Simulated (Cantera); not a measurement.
# Fluorocarbon and chlorocarbon gases: c-C₄F₈ + H₂

Charge: 1 mol c-C₄F₈, 0.39 mol H₂, equilibrated at 6.30 mbar.

Method: chemical equilibrium by Gibbs-energy minimisation in Cantera with the NASA 1993 tables (ideal gas, pure condensed phases). Candidate condensed phases: C, C₆H₆, C₇H₈, C₈H₁₈; 95 gas species. The feed counts by its element totals alone. Gases not in the tables: C₂F₆ and larger saturated fluorocarbons. Equilibrium is a limit: real reactors are often held back by kinetics, nucleation or transport.

```json
[
 {"T (°C)": "850", "log p CF₄": "-2.36", "log p HF": "-2.72", "log p CF₂": "-8.83", "log p F": "-9.99", "log p CF₃": "-8.93", "log p CF": "<-14", "log p C₂F₄": "-13.23", "log p CHF₃": "-8.76", "n C(graphite)": "2.19"},
 {"T (°C)": "950", "log p CF₄": "-2.36", "log p HF": "-2.72", "log p CF₂": "-7.76", "log p F": "-8.79", "log p CF₃": "-8.06", "log p CF": "-13.91", "log p C₂F₄": "-12.18", "log p CHF₃": "-8.59", "n C(graphite)": "2.19"},
 {"T (°C)": "1050", "log p CF₄": "-2.36", "log p HF": "-2.72", "log p CF₂": "-6.85", "log p F": "-7.77", "log p CF₃": "-7.33", "log p CF": "-12.34", "log p C₂F₄": "-11.28", "log p CHF₃": "-8.46", "n C(graphite)": "2.19"},
 {"T (°C)": "1150", "log p CF₄": "-2.36", "log p HF": "-2.72", "log p CF₂": "-6.07", "log p F": "-6.89", "log p CF₃": "-6.70", "log p CF": "-10.99", "log p C₂F₄": "-10.51", "log p CHF₃": "-8.34", "n C(graphite)": "2.19"},
 {"T (°C)": "1250", "log p CF₄": "-2.36", "log p HF": "-2.72", "log p CF₂": "-5.40", "log p F": "-6.13", "log p CF₃": "-6.15", "log p CF": "-9.82", "log p C₂F₄": "-9.85", "log p CHF₃": "-8.23", "n C(graphite)": "2.19"},
 {"T (°C)": "1350", "log p CF₄": "-2.36", "log p HF": "-2.72", "log p CF₂": "-4.81", "log p F": "-5.46", "log p CF₃": "-5.67", "log p CF": "-8.80", "log p C₂F₄": "-9.26", "log p CHF₃": "-8.14", "n C(graphite)": "2.19"},
 {"T (°C)": "1450", "log p CF₄": "-2.36", "log p HF": "-2.72", "log p CF₂": "-4.30", "log p F": "-4.87", "log p CF₃": "-5.26", "log p CF": "-7.90", "log p C₂F₄": "-8.75", "log p CHF₃": "-8.06", "n C(graphite)": "2.19"},
 {"T (°C)": "1550", "log p CF₄": "-2.37", "log p HF": "-2.73", "log p CF₂": "-3.84", "log p F": "-4.34", "log p CF₃": "-4.89", "log p CF": "-7.10", "log p C₂F₄": "-8.30", "log p CHF₃": "-8.00", "n C(graphite)": "2.17"},
 {"T (°C)": "1650", "log p CF₄": "-2.40", "log p HF": "-2.74", "log p CF₂": "-3.44", "log p F": "-3.88", "log p CF₃": "-4.57", "log p CF": "-6.38", "log p C₂F₄": "-7.91", "log p CHF₃": "-7.96", "n C(graphite)": "2.13"}
]
```
log p: log10 of the partial pressure in bar; n: condensed amount in mol.

From 850 °C to 1650 °C the condensed part is C(graphite). The main C-bearing gas is CF₄ throughout.
